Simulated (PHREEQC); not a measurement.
Solution (25 °C): 0.0015 mol ZnSO4, 4.2e-05 mol H3BO3 and 0.00019 mol H2SO4 per kg of water. Closed to the air; pH follows from the charge balance.

The numbers come from PHREEQC with the ion-association model, phreeqc.dat.

| quantity | before | after |
|---|---|---|
| pH | 3.49 | 2.81 |
| ionic strength (mol/kgw) | 0.00558 | 0.00728 |
| Zn+2 (mol/kgw) | 0.00127 | 0.00122 |
| ZnSO4 (mol/kgw) | 0.000227 | 0.000275 |
| HSO4- (mol/kgw) | 3.52e-5 | 0.000225 |
| SI of Zn(OH)2(e) (Zn(OH)2) | -7.54 | -8.94 |

What was changed between the two runs?
A. diluted 5-fold with water
B. H2SO4 from 0.00019 to 0.000285 mol/kgw
C. H2SO4 left out
D. H2SO4 from 0.00019 to 0.00095 mol/kgw
E. diluted 10-fold with water

D, H2SO4 from 0.00019 to 0.00095 mol/kgw

No solid was allowed to form.
